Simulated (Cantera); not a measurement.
# Thermodynamics of roasting and sulfation, feed Fe2O3 + O2 + N2 + SO2

A closed system holds: 1 mol Fe2O3, 1.8 mol O2, 11 mol N2, 0.21 mol SO2, equilibrated at 3.20 bar.

Method: chemical equilibrium by Gibbs-energy minimisation in Cantera with the NASA 1993 tables (ideal gas, pure condensed phases). Candidate condensed phases: Fe, FeO, FeS, FeSO4, FeS2, Fe2O3, Fe2(SO4)3, Fe3O4, S; 19 gas species. Rates play no part.

```csv
T (K),x N2,x O2,x SO2,x SO3,x NO,x NO2,n Fe2O3(s),n Fe2(SO4)3(s)
600,0.866,0.134,9.43e-12,2.99e-8,1.72e-8,1.40e-7,0.930,0.0700
675,0.866,0.134,5.66e-9,1.98e-6,1.32e-7,2.94e-7,0.930,0.0700
750,0.866,0.134,9.34e-7,5.64e-5,6.70e-7,5.30e-7,0.930,0.0698
825,0.866,0.133,6.04e-5,0.000868,2.54e-6,8.59e-7,0.934,0.0661
900,0.857,0.133,0.00194,0.00844,7.65e-6,1.28e-6,0.974,0.0256
975,0.850,0.134,0.00624,0.00998,1.96e-5,1.81e-6,1.00,0
1050,0.848,0.136,0.00964,0.00656,4.40e-5,2.45e-6,1.00,0
1125,0.847,0.137,0.0122,0.00397,8.88e-5,3.19e-6,1.00,0
```
x: gas mole fraction; n: condensed amount in mol.

From 600 K to 900 K the condensed part is Fe2O3(s) + Fe2(SO4)3(s). From 975 K to 1125 K the condensed part is Fe2O3(s).
